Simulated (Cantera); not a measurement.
An isothermal, constant-pressure homogeneous reactor starts with CH₄ : N₂ = 1 : 4.6 (molar parts), at 1475 K and 0.0100 bar. Integrator tolerance rtol = 1e-08.

Cantera simulation using GRI-Mech 3.0 (53 species, 325 reactions); the numbers are that mechanism's predictions, not measurements. GRI-Mech 3.0 stops at C3 and has no aromatics, soot or wall deposition, so with more carbon than oxygen in the feed, carbon stays in small species such as C2H2 where larger ones or solid carbon would form. Radical loss at walls, strong at low pressure, is not modelled.

Problem. What does this change do: temperature 1475 to 1598 K?

Solution. 
```tsv
quantity	before	after
x(CH₄) at 10.0 s	0.0914 (gas-phase equilibrium 0.000233)	0.00596 (gas-phase equilibrium 6.37e-5)
x(CH₂) at 10.0 s	2.45e-8 (gas-phase equilibrium 2.84e-10)	8.83e-8 (gas-phase equilibrium 1.52e-9)
x(H) at 10.0 s	1.49e-5 (gas-phase equilibrium 6.22e-5)	0.000198 (gas-phase equilibrium 0.000255)
x(CH₃) at 10.0 s	0.000245 (gas-phase equilibrium 1.29e-6)	0.000109 (gas-phase equilibrium 1.45e-6)
x(C₂H₄) at 10.0 s	0.000840 (gas-phase equilibrium 3.10e-5)	3.06e-5 (gas-phase equilibrium 8.94e-6)
```

Problem. What does this change do: temperature 1475 to 1123 K?

Solution. 
```tsv
quantity	before	after
x(CH₄) at 10.0 s	0.0914 (gas-phase equilibrium 0.000233)	0.179 (gas-phase equilibrium 0.0298)
x(CH₂) at 10.0 s	2.45e-8 (gas-phase equilibrium 2.84e-10)	<1e-12 (gas-phase equilibrium <1e-12)
x(H) at 10.0 s	1.49e-5 (gas-phase equilibrium 6.22e-5)	2.97e-12 (gas-phase equilibrium 1.85e-7)
x(CH₃) at 10.0 s	0.000245 (gas-phase equilibrium 1.29e-6)	3.53e-7 (gas-phase equilibrium 5.46e-7)
x(C₂H₄) at 10.0 s	0.000840 (gas-phase equilibrium 3.10e-5)	6.28e-9 (gas-phase equilibrium 0.00289)
```
